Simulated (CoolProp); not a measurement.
Properties of the fluoroketone C6F12O (FK-5-1-12) along the isotherm 500 K.

Model: reference Helmholtz-energy equation of state, McLinden 2015, in CoolProp.

| p (bar) | phase | cv (kJ/(kg K)) | speed of sound (m/s) | Joule-Thomson coefficient (K/MPa) | isothermal compressibility (1/MPa) | expansivity (1/kK) | fugacity coefficient |
|---|---|---|---|---|---|---|---|
| 0.296 | gas | 1.038 | 115.8 | 5.559 | 33.90 | 2.027 | 0.9965 |
| 0.499 | gas | 1.039 | 115.5 | 5.575 | 20.16 | 2.045 | 0.9941 |
| 0.842 | gas | 1.039 | 115.1 | 5.601 | 12.00 | 2.077 | 0.9901 |
| 1.42 | gas | 1.040 | 114.3 | 5.648 | 7.163 | 2.133 | 0.9834 |
| 2.4 | gas | 1.041 | 113.1 | 5.729 | [?] | 2.231 | [?] |
| 4.05 | gas | 1.042 | 110.9 | 5.873 | 2.596 | 2.409 | [?] |
| 6.83 | gas | 1.046 | 107.2 | 6.143 | 1.599 | [?] | 0.9220 |
| 11.5 | gas | 1.052 | 100.8 | 6.674 | 1.021 | [?] | 0.8711 |
| 19.4 | supercritical | 1.064 | 89.14 | 7.736 | 0.7074 | 5.575 | [?] |
| 32.8 | supercritical | 1.083 | 75.35 | 8.099 | [?] | 12.10 | 0.6604 |
| 55.4 | supercritical | 1.077 | 119.1 | 2.360 | 0.1103 | 7.263 | [?] |
| 93.5 | supercritical | 1.066 | 193.3 | 0.6438 | 0.03167 | 3.660 | 0.4141 |

Task: What belongs in the gaps?

Result: 
- 2.4, isothermal compressibility (1/MPa): 4.289
- 2.4, fugacity coefficient: 0.9720
- 4.05, fugacity coefficient: 0.9531
- 6.83, expansivity (1/kK): 2.756
- 11.5, expansivity (1/kK): 3.510
- 19.4, fugacity coefficient: 0.7888
- 32.8, isothermal compressibility (1/MPa): 0.5141
- 55.4, fugacity coefficient: 0.5111
